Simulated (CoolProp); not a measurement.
A single-stage vapour-compression cycle with R125: evaporating at 195.15 K (dew point), condensing at 233.15 K (bubble point), superheat 0 K, subcooling 8 K, compressor efficiency 0.9, no pressure losses. Each further row changes one setting.

The numbers come from the reference Helmholtz-energy equation of state, Lemmon 2005 in CoolProp.

```csv
case,cooling COP,pressure ratio,discharge temperature (K),refrigerating effect (kJ/kg),volumetric capacity (kJ/m³)
as stated,4.19,8.34,251.2,147,195
evaporating temperature 200.15 K,5.06,?,247.7,150,?
condensing temperature 228.15 K,4.93,6.61,?,152,203
subcooling 13 K,?,8.34,251.2,152,203
superheat 10 K,4.16,8.34,262.0,153,?
compressor efficiency 0.8,?,8.34,257.1,147,195
```

Q: Some entries are withheld; supply them.

A: 
- evaporating temperature 200.15 K, pressure ratio: 5.97
- evaporating temperature 200.15 K, volumetric capacity (kJ/m³): 272
- condensing temperature 228.15 K, discharge temperature (K): 244.8
- subcooling 13 K, cooling COP: 4.35
- superheat 10 K, volumetric capacity (kJ/m³): 193
- compressor efficiency 0.8, cooling COP: 3.72
